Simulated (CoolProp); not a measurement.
The fluid at 293.15 K and 0.39 MPa is throttled through a valve to 0.0126 MPa with no heat exchange. The same conditions are run with several fluids, on thermodynamics alone (safety and materials aside).

Computed with CoolProp (reference Helmholtz-energy equation of state of each fluid (R134a: Tillner-Roth 1994; R125: Lemmon 2005; C2F6 (R116): Lemmon 2006; R115: Lemmon 2016; CF4 (R14): Platzer 1990)). The equations of Platzer and Polt are older, rougher fits.

Problem. Rank R134a, R125, C2F6 (R116), R115, CF4 (R14) by temperature change (K), highest first.

Solution. CF4 (R14) (-2.2), C2F6 (R116) (-3.4), R115 (-5.7), R125 (-5.8), R134a (-9.5)

```json
[
 {"fluid": "R134a", "final density (kg/m³)": "0.547"},
 {"fluid": "R125", "final density (kg/m³)": "0.634"},
 {"fluid": "C2F6 (R116)", "final density (kg/m³)": "0.723"},
 {"fluid": "R115", "final density (kg/m³)": "0.817"},
 {"fluid": "CF4 (R14)", "final density (kg/m³)": "0.459"}
]
```
